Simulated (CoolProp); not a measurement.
Methane at 193.3 K and 12 MPa is throttled through a valve to 6.31 MPa with no heat exchange. Each further row changes one setting.

Values from CoolProp's reference Helmholtz-energy equation of state, Setzmann 1991.

```csv
case,temperature change (K),final phase,final density (kg/m³)
as stated,[?],[?],270
outlet pressure 1.89 MPa,[?],"two-phase, vapour fraction 0.330",78.0
outlet pressure 8.2 MPa,[?],[?],281
```

Task: Fill in the missing entries.

Result: 
- as stated, temperature change (K): -4.2
- as stated, final phase: liquid
- outlet pressure 1.89 MPa, temperature change (K): -28.9
- outlet pressure 8.2 MPa, temperature change (K): -2.3
- outlet pressure 8.2 MPa, final phase: supercritical
